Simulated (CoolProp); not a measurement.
Properties of n-perfluorohexane at several states.

Model: reference Helmholtz-energy equation of state, Gao 2022, in CoolProp.

```
T (°C)  p (MPa)   phase  cp (kJ/(kg K))  isothermal compressibility (1/MPa)  expansivity (1/kK)
------  -------  ------  --------------  ----------------------------------  ------------------
104.25    0.132     gas          0.9380                               7.999               3.167
160.25    0.295     gas             ___                               3.662               2.977
109.55    0.672  liquid           1.196                             0.01219               3.224
50.35     0.225  liquid             ___                            0.003850                 ___
65.65    0.0206     gas          0.8778                               49.09               3.066
```

Question: Fill in the missing entries.

Answer: 
- 160.25, cp (kJ/(kg K)): 1.006
- 50.35, cp (kJ/(kg K)): 1.087
- 50.35, expansivity (1/kK): 1.951
